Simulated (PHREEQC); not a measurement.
Dissolve 0.11 mol CuCl2, 0.013 mol HBF4 and 0.033 mol KCl per kg of water at 51 °C. Closed to the air; pH follows from the charge balance.

Equilibrium calculation in PHREEQC: ion-association model, phreeqc.dat.

The ionic strength comes out as 0.295 mol/kgw. What activity coefficients do K+, Cu+2, Cl-, BF2(OH)2-, BF4- get?

K+ 0.67, Cu+2 0.28, Cl- 0.67, BF2(OH)2- 0.72, BF4- 0.72.

This is a speciation only: nothing precipitates in the calculation. Away from 25 °C the constants follow the database's enthalpies or fits; those with neither stay at their 25 °C values. Real BF4- forms and hydrolyses slowly; the run takes it at equilibrium.
